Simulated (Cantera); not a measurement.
Feed: 1 mol Si, 2.7 mol F2, 0.62 mol NF3, held at 623.15 K and 135 Torr.

These are equilibrium values from Cantera (NASA tables, ideal gas, pure condensed phases), not measurements of a reactor. Candidate condensed phases: Si, Si3N4; 16 gas species. Equilibrium is a limit: real reactors are often held back by kinetics, nucleation or transport.

Base state: SiF4 0.431, F2 0.302, NF3 0.267, F 0.000333 (mole fractions); condensed: gas only.

Task: What changes in the equilibrium state with this change: F2 from 2.7 to 0.63 mol?

Result: 
```json
[
 {"species": "SiF4", "before": "0.431", "after": "0.827"},
 {"species": "N2", "before": "2.67e-6", "after": "0.173"},
 {"species": "F2", "before": "0.302", "after": "<1e-9"},
 {"species": "NF3", "before": "0.267", "after": "<1e-9"},
 {"species": "F", "before": "0.000333", "after": "<1e-9"},
 {"species": "Si3N4(s), mol", "before": "0", "after": "0.0733"}
]
```
